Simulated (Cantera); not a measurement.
A perfectly stirred reactor is fed with CH4 : C2H6 : C3H8 : O2 : N2 = 1 : 0.23 : 0.039 : 1.67 : 6.27 (molar parts), equivalence ratio 1.8, at 1200 Torr; it is adiabatic with a 550 K inlet, and is followed from long to short residence time, starting on the burning branch (τ in s: 0.22, 0.076, 0.027, 0.0095, 0.0034, 0.0012, 0.00042, 0.00015, 5.2e-05, 1.9e-05, 6.5e-06).

Cantera simulation using GRI-Mech 3.0 (53 species, 325 reactions); the numbers are that mechanism's predictions, not measurements.

Q: What does this change do: CH4 1 to 0.62 parts?

A: 
```
quantity                                                                       before                                after
------------------------------------------------  -----------------------------------  -----------------------------------
blow-out, bracketed by the residence times tried  burning at 1.20 ms, out at 0.420 ms  burning at 0.150 ms, out at 52.0 µs
x(CH4) at τ = 0.220 s                                                         0.00289                              1.04e-5
x(C2H6) at τ = 0.220 s                                                        1.23e-6                              4.43e-8
x(C3H8) at τ = 0.220 s                                                        4.00e-8                              6.99e-9
x(C2H2) at τ = 0.220 s                                                        0.00217                              3.49e-6
x(C2H4) at τ = 0.220 s                                                        1.47e-5                              1.20e-7
x(CH4) at τ = 1.20 ms                                                          0.0111                             0.000123
x(C2H6) at τ = 1.20 ms                                                       0.000154                              4.65e-6
x(C3H8) at τ = 1.20 ms                                                        6.09e-6                              5.71e-7
x(C2H2) at τ = 1.20 ms                                                        0.00913                              5.69e-5
x(C2H4) at τ = 1.20 ms                                                       0.000844                              7.34e-6
```

Q: What does this change do: inlet temperature 550 to 300 K?

A: 
| quantity | before | after |
|---|---|---|
| blow-out, bracketed by the residence times tried | burning at 1.20 ms, out at 0.420 ms | burning at 3.40 ms, out at 1.20 ms |
| x(CH4) at τ = 0.220 s | 0.00289 | 0.00801 |
| x(C2H6) at τ = 0.220 s | 1.23e-6 | 8.81e-6 |
| x(C3H8) at τ = 0.220 s | 4.00e-8 | 1.32e-7 |
| x(C2H2) at τ = 0.220 s | 0.00217 | 0.00710 |
| x(C2H4) at τ = 0.220 s | 1.47e-5 | 9.25e-5 |
| x(CH4) at τ = 1.20 ms | 0.0111 | 0.109 |
| x(C2H6) at τ = 1.20 ms | 0.000154 | 0.0250 |
| x(C3H8) at τ = 1.20 ms | 6.09e-6 | 0.00423 |
| x(C2H2) at τ = 1.20 ms | 0.00913 | <1e-12 |
| x(C2H4) at τ = 1.20 ms | 0.000844 | <1e-12 |
